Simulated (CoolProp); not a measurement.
Properties of nitrous oxide along the isotherm 52.95 °C.

Values from CoolProp's reference Helmholtz-energy equation of state, Lemmon 2006. It is a short technical equation, of lower accuracy than the large ones.

```tsv
p (kPa)	phase	cv (kJ/(kg K))	speed of sound (m/s)	fugacity coefficient
2260	gas	0.7501	263.5	0.9104
4530	gas	0.7991	246.3	0.8232
6790	gas	0.8751	226.8	0.7377
9060	supercritical	1.010	209.7	0.6500
11300	supercritical	0.9737	274.0	0.5639
13600	supercritical	0.9331	351.6	0.4970
15800	supercritical	0.9195	404.0	0.4502
18100	supercritical	0.9130	446.9	0.4134
20400	supercritical	0.9098	482.6	0.3851
22600	supercritical	0.9083	512.3	0.3636
24900	supercritical	0.9077	540.0	0.3456
27200	supercritical	0.9076	565.0	0.3310
29400	supercritical	0.9080	587.1	0.3195
31700	supercritical	0.9086	608.6	0.3095
34000	supercritical	0.9094	628.7	0.3012
36200	supercritical	0.9103	646.8	0.2946
```
